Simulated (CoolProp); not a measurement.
Acetone along the isotherm 264.75 °C: Z from the reference equation and from simpler models built on Tc = 235.0 °C, pc = 4.692 MPa, ω = 0.307; each cubic takes its own stable root.

Model: reference Helmholtz-energy equation of state, Lemmon 2006, in CoolProp. It is a short technical equation, of lower accuracy than the large ones.

```tsv
p (MPa)	phase	reference	van der Waals	Soave-Redlich-Kwong	Peng-Robinson
4.27	gas	[?]	0.6866	0.6923	0.6652
8.53	supercritical	0.2845	0.4182	0.3974	0.3655
12.8	supercritical	0.3562	0.5490	0.4758	0.4322
17.1	supercritical	0.4414	[?]	[?]	0.5193
21.3	supercritical	0.5243	0.8168	0.6705	0.6056
25.6	supercritical	0.6078	0.9490	0.7680	0.6930
29.9	supercritical	0.6898	1.079	0.8638	0.7791
34.1	supercritical	0.7686	1.205	0.9558	0.8619
38.4	supercritical	0.8480	[?]	1.049	0.9456
42.7	supercritical	0.9262	1.457	1.140	1.028
46.9	supercritical	1.002	1.579	1.229	1.108
```

Problem. Some entries are withheld; supply them.

Solution. 
- 4.27, reference: 0.6557
- 17.1, van der Waals: 0.6854
- 17.1, Soave-Redlich-Kwong: 0.5740
- 38.4, van der Waals: 1.332
